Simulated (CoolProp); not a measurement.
Model: reference Helmholtz-energy equation of state, Gao 2022, in CoolProp.

Task: For n-perfluorohexane, give the phase and the density (kg/m³), speed of sound (m/s), Joule-Thomson coefficient (K/MPa), expansivity (1/kK) at 176.85 °C and 96.8 bar.

Result: 
- 176.85 °C and 96.8 bar: supercritical; density 1280, speed of sound 268, Joule-Thomson coefficient 0.0983, expansivity 2.56
